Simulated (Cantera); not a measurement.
An adiabatic, constant-volume homogeneous reactor starts with CH4 : O2 : N2 = 1 : 3.23 : 12.1 (molar parts), equivalence ratio 0.62, at 1425 K and 0.880 bar. Integrator tolerance rtol = 1e-08.

Cantera simulation using GRI-Mech 3.0 (53 species, 325 reactions); the numbers are that mechanism's predictions, not measurements.

| quantity | before | after |
|---|---|---|
| time of steepest temperature rise | 2.23 ms | 80.4 ms |
| temperature at 0.500 s | 2663 K | 2542 K |
| equilibrium temperature | 2663 K | 2542 K |
| x(CH4) at 0.500 s | <1e-12 (gas-phase equilibrium <1e-12) | <1e-12 (gas-phase equilibrium <1e-12) |
| x(O2) at 0.500 s | 0.0673 (gas-phase equilibrium 0.0673) | 0.0681 (gas-phase equilibrium 0.0681) |
| x(C2H4) at 0.500 s | <1e-12 (gas-phase equilibrium <1e-12) | <1e-12 (gas-phase equilibrium <1e-12) |
| x(H2O) at 0.500 s | 0.107 (gas-phase equilibrium 0.107) | 0.113 (gas-phase equilibrium 0.113) |
| x(CH3) at 0.500 s | <1e-12 (gas-phase equilibrium <1e-12) | <1e-12 (gas-phase equilibrium <1e-12) |
| x(H2) at 0.500 s | 0.00402 (gas-phase equilibrium 0.00402) | 0.00226 (gas-phase equilibrium 0.00226) |

Problem. What was changed between the two runs?
A) CH4 1 to 0.62 parts
B) initial temperature 1425 to 1150 K
C) pressure from 0.880 bar to 0.520 bar
D) initial temperature 1425 to 1375 K

Solution. B, initial temperature 1425 to 1150 K
